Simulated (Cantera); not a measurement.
A closed system holds: 1 mol (CH3)2SiCl2, 1.1 mol C2H2, 210 mol H2, equilibrated at 100000 Pa.

These are equilibrium values from Cantera (NASA tables, ideal gas, pure condensed phases), not measurements of a reactor. Candidate condensed phases: C, C6H6, C7H8, C8H18, Si, SiC; 109 gas species. The feed counts by its element totals alone. The tables' values for SiCl are old estimates; treat these amounts as uncertain. Gases not in the tables: Si2H6 and higher silanes. Rates play no part.

At 2100 °C, list the 4 most abundant gas species with their mole fractions, and the condensed phases.

H2 0.970, H 0.0138, HCl 0.00907, C2H2 (acetylene) 0.00597. Condensed: C(graphite) + SiC(s).
